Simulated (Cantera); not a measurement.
Feed: 1 mol BN, 5.2 mol H2O, held at 13300 Pa.

Cantera equilibrium calculation (NASA polynomials, part measured and part estimated; ideal gas, pure solids and liquids). Candidate condensed phases: B, BN, B2O3, B3O3H3, H2O; 39 gas species. Gases not in the tables: H3BO3. The numbers say what is thermodynamically allowed, not how fast it happens.

log p: log10 of the partial pressure in bar; n: condensed amount in mol.

| T (K) | log p H2O | log p H2 | log p HBO2 | log p N2 | log p (HBO2)3 | n B2O3(l) |
|---|---|---|---|---|---|---|
| 825 | -1.07 | -1.45 | -7.07 | -1.93 | -2.72 | 0.378 |
| 1025 | -1.07 | -1.45 | -4.89 | -1.93 | -3.21 | 0.460 |
| 1225 | -1.07 | -1.46 | ? | -1.93 | ? | 0.475 |
| 1425 | -1.08 | -1.46 | -2.46 | -1.94 | -3.86 | 0.416 |
| 1625 | -1.15 | -1.49 | ? | -1.96 | ? | ? |
| 1825 | -1.16 | -1.49 | -1.69 | -1.97 | -5.89 | 0 |
| 2025 | -1.16 | -1.49 | -1.70 | -1.97 | -7.41 | 0 |

Complete the blanks.


- 1625, log p HBO2: -1.75
- 1625, log p (HBO2)3: -4.18
- 1625, n B2O3(l): 0.0735
- 1225, log p HBO2: -3.46
- 1225, log p (HBO2)3: -3.57
